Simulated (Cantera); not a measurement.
A freely propagating, adiabatic, planar premixed flame of 21.7 % H₂, 16.4 % O₂, 61.8 % N₂, unburnt at 500 K and 4.70 bar; mixture-averaged transport, grid criteria slope 0.08 and curve 0.16, no radiation.

Computed with Cantera and the H2/O2 subset of GRI-Mech 3.0, which has no nitrogen chemistry. The hydrogen kinetics of GRI-Mech 3.0 are dated; newer H2 mechanisms differ, most at raised pressure. Burning velocities carry a grid error of a few per cent, more on coarse grids. Lean hydrogen flames are cellular in practice and burn faster than this planar one.

Task: Predict: laminar burning velocity; thermal thickness; peak x(H₂O₂); peak x(HO₂); peak x(O).

Result: 
* **laminar burning velocity**: 197 cm/s
* **thermal thickness**: 0.0652 mm
* **peak x(H₂O₂)**: 0.000130
* **peak x(HO₂)**: 0.000811
* **peak x(O)**: 0.00497
